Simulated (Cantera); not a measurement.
Cantera run, input and output.

```python
import numpy as np
import cantera as ct

gas = ct.Solution("gri30.yaml", transport_model="multicomponent")
show = ['H2', 'CH4', 'CO2']

rows = []
print(f"{'T/K':>7s}{'rho':>11s}{'cp':>10s}{'mu':>11s}{'lambda':>11s}{'Pr':>7s}" + "".join(f"{'D_' + s:>11s}" for s in show))
for T in [400, 550, 700, 850, 1000, 1150]:
    gas.TPX = T, 50000, {'N2': 0.35, 'H2O': 0.64, 'C2H4': 0.14, 'CH4': 0.95}
    Pr = gas.cp_mass * gas.viscosity / gas.thermal_conductivity
    D = [gas.mix_diff_coeffs_mole[gas.species_index(s)] for s in show]
    rows.append([gas.density, gas.cp_mass, gas.viscosity, gas.thermal_conductivity, Pr, *D])
    print(f"{T:7g}{gas.density:11.4e}{gas.cp_mass:10.1f}{gas.viscosity:11.4e}"
          f"{gas.thermal_conductivity:11.4e}{Pr:7.3f}" + "".join(f"{d:11.4e}" for d in D))
print("SI units: kg/m3, J/kg/K, Pa s, W/m/K, m2/s")
```

It prints:

```
    T/K        rho        cp         mu     lambda     Pr       D_H2      D_CH4      D_CO2
    400 2.9275e-01    1927.4 1.5603e-05 4.3674e-02  0.689 2.5713e-04 7.5713e-05 5.6345e-05
    550 2.1291e-01    2217.5 2.0416e-05 6.5532e-02  0.691 4.4378e-04 1.3596e-04 1.0149e-04
    700 1.6729e-01    2503.6 2.4830e-05 8.9312e-02  0.696 6.6731e-04 2.0929e-04 1.5655e-04
    850 1.3777e-01    2754.1 2.8933e-05 1.1363e-01  0.701 9.2457e-04 2.9434e-04 2.2046e-04
   1000 1.1710e-01    2987.6 3.2789e-05 1.3869e-01  0.706 1.2133e-03 3.9013e-04 2.9251e-04
   1150 1.0183e-01    3185.6 3.6438e-05 1.6337e-01  0.711 1.5316e-03 4.9594e-04 3.7212e-04
SI units: kg/m3, J/kg/K, Pa s, W/m/K, m2/s
```

Model: GRI-Mech 3.0 (53 species, 325 reactions), integrated in Cantera. Polar gases are described roughly by these parameters. The composition is frozen, though it would react at the higher temperatures.
